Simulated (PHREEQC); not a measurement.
0.76 g of hydrous ferric oxide (600 m²/g; 0.2 weak and 0.005 strong sites per Fe, Dzombak-Morel constants, diffuse double layer) in 1 kg of water with 0.01 mol/kgw of an inert sodium salt and 0.00015 mol/kgw ZnCl2 and 0.00088 mol/kgw NaF, at 25 °C; the pH is set by adding NaOH or the inert anion's acid. Oxygen is held at 0.21 atm. No CO2 enters from the air. Nothing may precipitate in this run.

All values are PHREEQC results (ion-association model, wateq4f.dat), not measurements.

```
pH    Zn sorbed (%)  F sorbed (%)  surface charge σ (C/m²)  surface potential ψ (mV)
----  -------------  ------------  -----------------------  ------------------------
4               0.1          89.2                    0.128                       154
4.38            0.6          86.2                    0.103                       144
4.75            2.7          81.4                    0.081                       132
5.12            9.3          74.8                    0.063                       119
5.5            20.4          66.3                    0.048                       106
5.88           31.9          56.5                    0.037                        92
6.25           49.7          46.2                    0.028                        80
6.62           75.0          36.2                    0.021                        68
7              92.2          26.3                    0.016                        55
7.38           98.1          17.3                    0.011                        40
7.75           99.6          10.2                    0.006                        24
8.12           99.9           5.5                    0.002                         6
8.5           100.0           2.6                   -0.003                       -13
8.88          100.0           1.2                   -0.009                       -33
9.25          100.0           0.6                   -0.015                       -53
9.62          100.0           0.3                   -0.024                       -72
10            100.0           0.1                   -0.035                       -91
```
